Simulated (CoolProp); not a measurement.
Model: reference Helmholtz-energy equation of state, Zhou 2016, in CoolProp.

Task: Give the vapour pressure (MPa), vapour density (kg/m³), enthalpy of vaporisation (kJ/kg), liquid cp (kJ/(kg K)) of saturated R245ca at 31.35, 35.35, 39.25 °C.

Result: 
```json
[
 {"T (°C)": "31.35", "p (MPa)": "0.127", "vapour density (kg/m³)": "7.07", "enthalpy of vaporisation (kJ/kg)": "201", "liquid cp (kJ/(kg K))": "1.39"},
 {"T (°C)": "35.35", "p (MPa)": "0.147", "vapour density (kg/m³)": "8.11", "enthalpy of vaporisation (kJ/kg)": "198", "liquid cp (kJ/(kg K))": "1.40"},
 {"T (°C)": "39.25", "p (MPa)": "0.169", "vapour density (kg/m³)": "9.23", "enthalpy of vaporisation (kJ/kg)": "196", "liquid cp (kJ/(kg K))": "1.40"}
]
```
